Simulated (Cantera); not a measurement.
Charge: 1 mol Si, 8.4 mol HCl, 0.93 mol H₂, at 1002 °C and 10.0 mbar.

Cantera equilibrium calculation (NASA polynomials, part measured and part estimated; ideal gas, pure solids and liquids). Candidate condensed phases: Si; 19 gas species. The tables' values for SiCl₃ are old estimates; treat these amounts as uncertain. Kinetics and transport are ignored.

Base state: HCl 0.551, H₂ 0.330, SiCl₄ 0.0964, SiCl₃ 0.0112, SiCl₂ 0.00842, SiHCl₃ 0.00233 (mole fractions); condensed: gas only.

**Question.** What changes in the equilibrium state with this change: temperature from 1002 °C to 177 °C?

**Answer.** 
| species | before | after |
|---|---|---|
| HCl | 0.551 | 0.528 |
| H₂ | 0.330 | 0.352 |
| SiCl₄ | 0.0964 | 0.120 |
| SiCl₃ | 0.0112 | <1e-9 |
| SiCl₂ | 0.00842 | <1e-9 |
| SiHCl₃ | 0.00233 | 1.86e-8 |

**Question.** What changes in the equilibrium state with this change: pressure from 10.0 mbar to 13.3 mbar?

**Answer.** 
```tsv
species	before	after
HCl	0.551	0.548
H₂	0.330	0.333
SiCl₄	0.0964	0.0995
SiCl₃	0.0112	0.0101
SiCl₂	0.00842	0.00665
SiHCl₃	0.00233	0.00244
```
